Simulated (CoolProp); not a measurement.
Vapour-liquid equilibrium of CH2F2 (R32) (1) + n-butane (2) at 2.05 °C; x and y are mole fractions of (1).

Model: multi-fluid Helmholtz-energy mixture model, Tillner-Roth 1997 and Bücker 2006; pair parameters Bell 2016, in CoolProp.

| x | bubble pressure, mixture model (MPa) | bubble pressure, Raoult's law (MPa) | y, mixture model | y, Raoult's law |
|---|---|---|---|---|
| 0.05 | 0.3121 | 0.1493 | 0.636 | 0.291 |
| 0.125 | … | 0.2060 | 0.785 | 0.527 |
| 0.2 | 0.6664 | 0.2628 | 0.831 | 0.661 |
| 0.275 | … | 0.3195 | 0.851 | 0.747 |
| 0.35 | … | 0.3762 | … | 0.807 |
| 0.425 | 0.8061 | 0.4329 | 0.865 | 0.852 |
| 0.5 | 0.8152 | 0.4897 | 0.868 | 0.886 |
| 0.575 | 0.8208 | 0.5464 | 0.870 | 0.913 |
| 0.65 | 0.8273 | 0.6031 | … | 0.935 |
| 0.725 | … | 0.6598 | 0.878 | 0.954 |
| 0.8 | … | 0.7166 | 0.889 | 0.969 |
| 0.875 | 0.8633 | 0.7733 | 0.910 | 0.982 |
| 0.95 | … | 0.8300 | 0.952 | 0.993 |

### Question
Fill in the missing entries.

### Answer

- 0.125, bubble pressure, mixture model (MPa): 0.5297
- 0.275, bubble pressure, mixture model (MPa): 0.7452
- 0.35, bubble pressure, mixture model (MPa): 0.7865
- 0.35, y, mixture model: 0.860
- 0.65, y, mixture model: 0.872
- 0.725, bubble pressure, mixture model (MPa): 0.8366
- 0.8, bubble pressure, mixture model (MPa): 0.8493
- 0.95, bubble pressure, mixture model (MPa): 0.8722

The largest gap from Raoult's law is +157.1 % in bubble pressure, at x = 0.125. No azeotrope shows between x = 0.05 and 0.95.

The pair parameters rest on a limited set of measurements; away from them the model extrapolates. With so large a gap from Raoult's law the liquid may split in two, which this calculation doesn't test in full.
